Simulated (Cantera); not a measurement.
Stirred combustor or abatement burner

A perfectly stirred reactor is fed with 26.9 % CO, 3.50 % H₂, 2.21 % CH₄, 13.1 % O₂, 49.2 % N₂, 5.11 % CO₂, equivalence ratio 1.5, at 1.28 atm; it is adiabatic with a 773 K inlet, and is followed from long to short residence time, starting on the burning branch (τ in s: 0.037, 0.017, 0.0078, 0.0036, 0.0016, 0.00075, 0.00034, 0.00016, 7.2e-05, 3.3e-05, 1.5e-05, 7e-06, 3.2e-06).

Model: GRI-Mech 3.0 (53 species, 325 reactions), integrated in Cantera.

```json
[
 {"τ (s)": "0.037", "T (K)": "2419", "x CO": "0.142", "x H₂": "0.00783", "x CH₄": "1.06e-6", "x H₂O": "0.0753", "x OH": "0.00372", "x C₂H₂": "1.25e-10", "x N₂O": "8.43e-8"},
 {"τ (s)": "0.017", "T (K)": "2396", "x CO": "0.144", "x H₂": "0.00800", "x CH₄": "1.87e-6", "x H₂O": "0.0744", "x OH": "0.00435", "x C₂H₂": "2.01e-10", "x N₂O": "8.75e-8"},
 {"τ (s)": "0.0078", "T (K)": "2359", "x CO": "0.147", "x H₂": "0.00831", "x CH₄": "3.15e-6", "x H₂O": "0.0729", "x OH": "0.00522", "x C₂H₂": "2.81e-10", "x N₂O": "9.02e-8"},
 {"τ (s)": "0.0036", "T (K)": "2303", "x CO": "0.152", "x H₂": "0.00879", "x CH₄": "5.23e-6", "x H₂O": "0.0709", "x OH": "0.00622", "x C₂H₂": "3.61e-10", "x N₂O": "9.25e-8"},
 {"τ (s)": "0.0016", "T (K)": "2222", "x CO": "0.158", "x H₂": "0.00950", "x CH₄": "9.12e-6", "x H₂O": "0.0680", "x OH": "0.00722", "x C₂H₂": "4.83e-10", "x N₂O": "9.49e-8"},
 {"τ (s)": "0.00075", "T (K)": "2128", "x CO": "0.164", "x H₂": "0.0103", "x CH₄": "1.60e-5", "x H₂O": "0.0647", "x OH": "0.00788", "x C₂H₂": "7.11e-10", "x N₂O": "9.62e-8"},
 {"τ (s)": "0.00034", "T (K)": "2016", "x CO": "0.170", "x H₂": "0.0112", "x CH₄": "3.08e-5", "x H₂O": "0.0607", "x OH": "0.00813", "x C₂H₂": "1.26e-9", "x N₂O": "9.59e-8"},
 {"τ (s)": "0.00016", "T (K)": "1898", "x CO": "0.177", "x H₂": "0.0119", "x CH₄": "6.23e-5", "x H₂O": "0.0567", "x OH": "0.00786", "x C₂H₂": "2.59e-9", "x N₂O": "9.40e-8"},
 {"τ (s)": "7.2e-5", "T (K)": "1763", "x CO": "0.185", "x H₂": "0.0124", "x CH₄": "0.000150", "x H₂O": "0.0530", "x OH": "0.00702", "x C₂H₂": "6.89e-9", "x N₂O": "9.16e-8"},
 {"τ (s)": "3.3e-5", "T (K)": "1609", "x CO": "0.204", "x H₂": "0.0130", "x CH₄": "0.000471", "x H₂O": "0.0516", "x OH": "0.00555", "x C₂H₂": "2.55e-8", "x N₂O": "8.85e-8"},
 {"τ (s)": "1.5e-5", "T (K)": "773", "x CO": "0.269", "x H₂": "0.0350", "x CH₄": "0.0221", "x H₂O": "<1e-12", "x OH": "<1e-12", "x C₂H₂": "<1e-12", "x N₂O": "<1e-12"},
 {"τ (s)": "7.0e-6", "T (K)": "773", "x CO": "0.269", "x H₂": "0.0350", "x CH₄": "0.0221", "x H₂O": "<1e-12", "x OH": "<1e-12", "x C₂H₂": "<1e-12", "x N₂O": "<1e-12"},
 {"τ (s)": "3.2e-6", "T (K)": "773", "x CO": "0.269", "x H₂": "0.0350", "x CH₄": "0.0221", "x H₂O": "<1e-12", "x OH": "<1e-12", "x C₂H₂": "<1e-12", "x N₂O": "<1e-12"}
]
```
x: mole fraction; the columns are a selection and need not sum to one.
